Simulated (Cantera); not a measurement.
Input: 1 mol TEOS, 20 mol CO₂, 12 mol H₂, held at 1700 K and 34.0 mbar.

Cantera equilibrium calculation (NASA polynomials, part measured and part estimated; ideal gas, pure solids and liquids). Candidate condensed phases: C, C₆H₆, C₇H₈, C₈H₁₈, H₂O, Si, SiC, SiO₂; 123 gas species. The feed counts by its element totals alone. The tables hold silica as quartz up to 1696 K and as liquid above; real silica turns to tridymite and cristobalite and melts near 1996 K. Rates play no part.

### Question
What is the equilibrium state?

### Answer
| Quantity | Result |
|---|---|
| x(CO) | 0.463 |
| x(H₂) | 0.257 |
| x(H₂O) | 0.183 |
| x(CO₂) | 0.0968 |
| x(H) | 0.000405 |
| x(OH) | 1.49e-5 |
| x(SiO) | 1.14e-5 |
| n(SiO₂(condensed)) | 0.999 mol |
| gas amount | 50.01 mol |
| log10 activity of C(graphite) (absent) | -4.97 |
| log10 activity of Si(l) (absent) | -9.02 |
